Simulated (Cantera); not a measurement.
Input: 1 mol FeCl3, 0.096 mol H2O, 0.1 mol N2, held at 1150 °C and 2.20 mbar.

Method: chemical equilibrium by Gibbs-energy minimisation in Cantera with the NASA 1993 tables (ideal gas, pure condensed phases). Candidate condensed phases: Fe, FeCl2, FeCl3, FeO, Fe(OH)2, Fe(OH)3, Fe2O3, Fe3O4, H2O, NH4Cl; 37 gas species. Kinetics and transport are ignored.

Base state: FeCl2 0.486, Cl 0.213, HCl 0.100, Cl2 0.0867, N2 0.0523, FeCl3 0.0365, O2 0.0250, NO 7.32e-5 (mole fractions); condensed: gas only.

What changes in the equilibrium state with this change: temperature from 1150 °C to 702 °C?


| species | before | after |
|---|---|---|
| FeCl3 | 0.0365 | 0.584 |
| HCl | 0.100 | 0.147 |
| FeCl2 | 0.486 | 0.126 |
| Cl | 0.213 | 0.00141 |
| O2 | 0.0250 | 1.85e-5 |
| N2 | 0.0523 | 0.0764 |
| Cl2 | 0.0867 | 0.0628 |
| Fe2Cl6 | 4.97e-8 | 0.00224 |
| ClO | 4.30e-5 | 1.90e-8 |
| NO | 7.32e-5 | 6.90e-8 |
| Fe2Cl4 | 3.75e-5 | 0.000617 |
| Fe2O3(s), mol | 0 | 0.0320 |

What changes in the equilibrium state with this change: N2 from 0.1 to 15 mol?


| species | before | after |
|---|---|---|
| N2 | 0.0523 | 0.883 |
| FeCl2 | 0.486 | 0.0581 |
| Cl | 0.213 | 0.0405 |
| FeCl3 | 0.0365 | 0.000830 |
| Cl2 | 0.0867 | 0.00314 |
| O2 | 0.0250 | 0.00277 |
| HCl | 0.100 | 0.0113 |
| Fe2Cl4 | 3.75e-5 | 5.35e-7 |
| ClO | 4.30e-5 | 2.72e-6 |
| H2O | 3.48e-5 | 4.06e-6 |
| NO | 7.32e-5 | 0.000100 |
